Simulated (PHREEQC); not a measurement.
Dissolve 0.058 mol/kgw TMAH, 0.0028 mol/kgw CO2 and 0.29 mol/kgw K2CO3 at 46 °C. Closed to the air; pH follows from the charge balance.

Computed with PHREEQC (ion-association model, phreeqc.dat).

| quantity | before | after |
|---|---|---|
| pH | 11.87 | 11.99 |
| ionic strength (mol/kgw) | 0.929 | 0.0608 |
| HCO3- (mol/kgw) | 0.00169 | 2.38e-5 |
| CO2 (mol/kgw) | 2.37e-9 | 3.83e-11 |

Question: What was changed between the two runs?
(A) 0.0035 mol/kgw H2SO4 added
(B) K2CO3 left out
(C) TMAH replaced by (CH3)4NCl at the same molality
(D) K2CO3 replaced by K2HPO4 at the same molality

Answer: B, K2CO3 left out

Precipitation was switched off in this run. The ionic strength passes 0.7 mol/kgw, the rough limit of the ion-association models, in before. (CH3)4N+ isn't in the database: it is added as a free cation with an ion size of 4 Å. Away from 25 °C the constants follow the database's enthalpies or fits; those with neither stay at their 25 °C values.
